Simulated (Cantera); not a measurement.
Gas mixture: 100 % NO, at 4.93 atm, frozen composition.

Cantera's kinetic-theory transport with the Lennard-Jones parameters of GRI-Mech 3.0, ideal gas; thermal conductivity in the mixture-averaged form. The composition is frozen, though it would react at the higher temperatures.

D: mixture-averaged diffusion coefficient of that species in the mixture.

```json
[
 {"T (K)": "400", "ρ (kg/m³)": "4.51", "cp (J/kg/K)": "998.6", "μ (µPa s)": "23.1", "λ (mW/m/K)": "32.4", "Pr": "0.712", "D (cm²/s) C2H2": "0.0559", "D (cm²/s) H2": "0.257", "D (cm²/s) OH": "0.105"},
 {"T (K)": "600", "ρ (kg/m³)": "3.01", "cp (J/kg/K)": "1041", "μ (µPa s)": "?", "λ (mW/m/K)": "?", "Pr": "0.706", "D (cm²/s) C2H2": "?", "D (cm²/s) H2": "?", "D (cm²/s) OH": "?"},
 {"T (K)": "800", "ρ (kg/m³)": "2.26", "cp (J/kg/K)": "1092", "μ (µPa s)": "37.1", "λ (mW/m/K)": "57.3", "Pr": "0.708", "D (cm²/s) C2H2": "0.186", "D (cm²/s) H2": "0.817", "D (cm²/s) OH": "0.338"},
 {"T (K)": "1000", "ρ (kg/m³)": "1.80", "cp (J/kg/K)": "1133", "μ (µPa s)": "42.9", "λ (mW/m/K)": "68.6", "Pr": "0.709", "D (cm²/s) C2H2": "0.271", "D (cm²/s) H2": "1.18", "D (cm²/s) OH": "0.490"},
 {"T (K)": "1200", "ρ (kg/m³)": "1.50", "cp (J/kg/K)": "1159", "μ (µPa s)": "48.4", "λ (mW/m/K)": "79.3", "Pr": "0.707", "D (cm²/s) C2H2": "0.368", "D (cm²/s) H2": "1.60", "D (cm²/s) OH": "0.663"},
 {"T (K)": "1400", "ρ (kg/m³)": "1.29", "cp (J/kg/K)": "1181", "μ (µPa s)": "53.4", "λ (mW/m/K)": "89.4", "Pr": "0.706", "D (cm²/s) C2H2": "0.476", "D (cm²/s) H2": "2.07", "D (cm²/s) OH": "0.857"},
 {"T (K)": "1600", "ρ (kg/m³)": "1.13", "cp (J/kg/K)": "1199", "μ (µPa s)": "?", "λ (mW/m/K)": "?", "Pr": "0.706", "D (cm²/s) C2H2": "?", "D (cm²/s) H2": "?", "D (cm²/s) OH": "?"}
]
```

### Question
Complete the blanks.

### Answer

- 600, μ (µPa s): 30.6
- 600, λ (mW/m/K): 45.1
- 600, D (cm²/s) C2H2: 0.114
- 600, D (cm²/s) H2: 0.506
- 600, D (cm²/s) OH: 0.209
- 1600, μ (µPa s): 58.3
- 1600, λ (mW/m/K): 99.0
- 1600, D (cm²/s) C2H2: 0.595
- 1600, D (cm²/s) H2: 2.58
- 1600, D (cm²/s) OH: 1.07
